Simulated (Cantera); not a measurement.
Charge: 1 mol ZrO2, 14 mol H2, at 1948.15 K and 6.60 mbar.

Cantera equilibrium calculation (NASA polynomials, part measured and part estimated; ideal gas, pure solids and liquids). Candidate condensed phases: H2O, Zr, ZrO2; 12 gas species. Kinetics and transport are ignored.

Base state: H2 0.986, H 0.0138 (mole fractions); condensed: ZrO2(tetragonal).

### Question
What changes in the equilibrium state with this change: temperature from 1948.15 K to 1875 K?

### Answer
```json
[
 {"species": "H2", "before": "0.986", "after": "0.992"},
 {"species": "H", "before": "0.0138", "after": "0.00804"},
 {"species": "ZrO2(tetragonal), mol", "before": "1.000", "after": "1.000"}
]
```
